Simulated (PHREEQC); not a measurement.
Dissolve 0.0015 mol CdBr2, 0.002 mol LiOH and 0.00018 mol NaF per kg of water at 70 °C. Closed to the air; pH follows from the charge balance.

The numbers come from PHREEQC with the ion-association model, phreeqc.dat.

```
Quantity                    Value
----------------  ---------------
pH                           9.65
ionic strength    0.00412 mol/kgw
total alkalinity      2.00 meq/kg
```

| species | molality | activity | log γ |
|---|---|---|---|
| Br- | 0.00294 | 0.00272 | -0.034 |
| Li+ | 0.00200 | 0.00186 | -0.032 |
| CdOH+ | 0.00120 | 0.00111 | -0.033 |
| OH- | 0.000773 | 0.000716 | -0.033 |
| Cd+2 | 0.000225 | 0.000166 | -0.132 |
| Na+ | 0.000180 | 0.000167 | -0.033 |
| F- | 0.000180 | 0.000166 | -0.033 |
| CdBr+ | 6.01e-5 | 5.57e-5 | -0.033 |
| Cd(OH)2 | 1.45e-5 | 1.45e-5 | 0.000 |

This is a speciation only: nothing precipitates in the calculation. Away from 25 °C the constants follow the database's enthalpies or fits; those with neither stay at their 25 °C values.
